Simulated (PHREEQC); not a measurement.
Solution (25 °C): 52.8 mmol/kgw Pb(NO3)2 and 1.6 mmol/kgw HNO3. Closed to the air; pH follows from the charge balance.

All values are PHREEQC results (ion-association model, wateq4f.dat), not measurements.

This is a speciation only: nothing precipitates in the calculation.

Problem. Estimate the pH.

Solution. pH 2.88.

Problem. In which forms is Pb present?

Solution. Pb+2 69 %, PbNO3+ 31 % of the Pb.
